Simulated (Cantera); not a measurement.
## Equilibrium for carbon deposition, reforming and gasification: C2H5OH + CO2 + H2

Charge: 1 mol C2H5OH, 1.1 mol CO2, 0.7 mol H2, at 0.0200 bar.

These are equilibrium values from Cantera (NASA tables, ideal gas, pure condensed phases), not measurements of a reactor. Candidate condensed phases: C, C6H6, C7H8, C8H18, H2O; 110 gas species. The numbers say what is thermodynamically allowed, not how fast it happens.

```json
[
 {"T (K)": "873", "log p H2": "-1.96", "log p CO": "-2.10", "log p CO2": "-3.14", "log p H2O": "-3.43", "log p CH4": "-4.28", "log p H": "-11.31", "n C(graphite)": "0.240"},
 {"T (K)": "923", "log p H2": "-1.97", "log p CO": "-2.05", "log p CO2": "-3.61", "log p H2O": "-3.83", "log p CH4": "-4.57", "log p H": "-10.60", "n C(graphite)": "0.0236"},
 {"T (K)": "973", "log p H2": "-1.97", "log p CO": "-2.05", "log p CO2": "-3.76", "log p H2O": "-3.89", "log p CH4": "-5.16", "log p H": "-9.95", "n C(graphite)": "0"},
 {"T (K)": "1023", "log p H2": "-1.97", "log p CO": "-2.05", "log p CO2": "-3.81", "log p H2O": "-3.85", "log p CH4": "-5.79", "log p H": "-9.37", "n C(graphite)": "0"},
 {"T (K)": "1073", "log p H2": "-1.97", "log p CO": "-2.05", "log p CO2": "-3.85", "log p H2O": "-3.81", "log p CH4": "-6.37", "log p H": "-8.84", "n C(graphite)": "0"},
 {"T (K)": "1123", "log p H2": "-1.97", "log p CO": "-2.05", "log p CO2": "-3.89", "log p H2O": "-3.78", "log p CH4": "-6.89", "log p H": "-8.36", "n C(graphite)": "0"},
 {"T (K)": "1173", "log p H2": "-1.97", "log p CO": "-2.05", "log p CO2": "-3.93", "log p H2O": "-3.75", "log p CH4": "-7.37", "log p H": "-7.91", "n C(graphite)": "0"},
 {"T (K)": "1223", "log p H2": "-1.97", "log p CO": "-2.05", "log p CO2": "-3.97", "log p H2O": "-3.73", "log p CH4": "-7.80", "log p H": "-7.51", "n C(graphite)": "0"},
 {"T (K)": "1273", "log p H2": "-1.97", "log p CO": "-2.04", "log p CO2": "-4.00", "log p H2O": "-3.71", "log p CH4": "-8.20", "log p H": "-7.13", "n C(graphite)": "0"},
 {"T (K)": "1323", "log p H2": "-1.97", "log p CO": "-2.04", "log p CO2": "-4.04", "log p H2O": "-3.69", "log p CH4": "-8.57", "log p H": "-6.79", "n C(graphite)": "0"},
 {"T (K)": "1373", "log p H2": "-1.97", "log p CO": "-2.04", "log p CO2": "-4.07", "log p H2O": "-3.68", "log p CH4": "-8.91", "log p H": "-6.46", "n C(graphite)": "0"},
 {"T (K)": "1423", "log p H2": "-1.97", "log p CO": "-2.04", "log p CO2": "-4.10", "log p H2O": "-3.67", "log p CH4": "-9.22", "log p H": "-6.16", "n C(graphite)": "0"},
 {"T (K)": "1473", "log p H2": "-1.97", "log p CO": "-2.04", "log p CO2": "-4.12", "log p H2O": "-3.66", "log p CH4": "-9.51", "log p H": "-5.88", "n C(graphite)": "0"},
 {"T (K)": "1523", "log p H2": "-1.97", "log p CO": "-2.04", "log p CO2": "-4.15", "log p H2O": "-3.65", "log p CH4": "-9.78", "log p H": "-5.62", "n C(graphite)": "0"}
]
```
log p: log10 of the partial pressure in bar; n: condensed amount in mol.

From 873 K to 923 K the condensed part is C(graphite). From 973 K to 1523 K nothing is condensed. The main C-bearing gas is CO throughout.
